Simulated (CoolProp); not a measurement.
Methane along the isotherm -103.25 °C: fugacity coefficient from the reference equation and from simpler models built on Tc = -82.6 °C, pc = 45.99 bar, ω = 0.011; each cubic takes its own stable root.

Model: reference Helmholtz-energy equation of state, Setzmann 1991, in CoolProp.

```csv
p (bar),phase,reference
4.31,gas,0.9565
8.62,gas,0.9133
12.9,gas,0.8704
17.2,gas,0.8271
21.6,gas,0.7820
25.9,liquid,0.6922
30.2,liquid,0.6030
34.5,liquid,0.5360
38.8,liquid,0.4840
43.1,liquid,0.4424
47.4,liquid,0.4084
51.7,liquid,0.3801
56.1,liquid,0.3557
60.4,liquid,0.3354
64.7,liquid,0.3178
69,liquid,0.3024
```

Q: How far does each simpler model (van der Waals, Redlich-Kwong, Soave-Redlich-Kwong, Peng-Robinson) lie from the reference over these 16 states: mean and median of the absolute difference, and the worst?

A: 
- van der Waals: mean 16.0 %, median 20.7 %, worst +26.7 % at -103.25 °C and 69 bar
- Redlich-Kwong: mean 0.7 %, median 0.7 %, worst +1.5 % at -103.25 °C and 69 bar
- Soave-Redlich-Kwong: mean 1.2 %, median 1.4 %, worst +2.2 % at -103.25 °C and 69 bar
- Peng-Robinson: mean 1.6 %, median 1.7 %, worst -2.2 % at -103.25 °C and 69 bar

At some of these states van der Waals gives the other phase, because its saturation line lies elsewhere.
